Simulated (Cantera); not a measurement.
# Hydrocarbon pyrolysis for carbon deposition

An isothermal, constant-pressure homogeneous reactor starts with 0.763 % C₂H₆, 99.2 % N₂, at 1050 K and 140000 Pa.

Computed with Cantera and GRI-Mech 3.0 (53 species, 325 reactions). GRI-Mech 3.0 stops at C3 and has no aromatics, soot or wall deposition, so with more carbon than oxygen in the feed, carbon stays in small species such as C2H2 where larger ones or solid carbon would form.

| t (s) | x C₂H₆ | x CH₂ | x C₂H₂ | x C₂H₄ | x CH₃ |
|---|---|---|---|---|---|
| 3.00e-6 | 0.00763 | <1e-12 | <1e-12 | <1e-12 | 3.50e-10 |
| 1.04e-5 | 0.00763 | <1e-12 | <1e-12 | <1e-12 | 1.21e-9 |
| 3.58e-5 | 0.00763 | <1e-12 | <1e-12 | 1.50e-11 | 4.12e-9 |
| 0.000124 | 0.00763 | <1e-12 | <1e-12 | 5.62e-10 | 1.37e-8 |
| 0.000428 | 0.00763 | <1e-12 | <1e-12 | 2.11e-8 | 4.13e-8 |
| 0.00148 | 0.00763 | <1e-12 | 3.18e-12 | 6.87e-7 | 9.44e-8 |
| 0.00510 | 0.00762 | <1e-12 | 1.34e-9 | 1.42e-5 | 1.69e-7 |
| 0.0176 | 0.00750 | 1.11e-12 | 1.12e-7 | 0.000127 | 3.12e-7 |
| 0.0609 | 0.00705 | 1.09e-12 | 2.28e-6 | 0.000569 | 3.01e-7 |
| 0.211 | 0.00563 | <1e-12 | 2.73e-5 | 0.00192 | 2.42e-7 |
| 0.727 | 0.00263 | <1e-12 | 0.000209 | 0.00466 | 1.26e-7 |
| 2.51 | 0.000461 | <1e-12 | 0.000732 | 0.00621 | 3.80e-8 |
| 8.68 | 9.83e-5 | <1e-12 | 0.00136 | 0.00589 | 1.61e-8 |
| 30.0 | 7.62e-5 | <1e-12 | 0.00200 | 0.00520 | 1.65e-8 |
x: mole fraction; the columns are a selection and need not sum to one.

Equilibrium at this temperature and pressure: C₂H₆ 3.28e-6, CH₂ <1e-12, C₂H₂ 0.000487, C₂H₄ 0.000487, CH₃ 1.36e-8 (gas phase only).
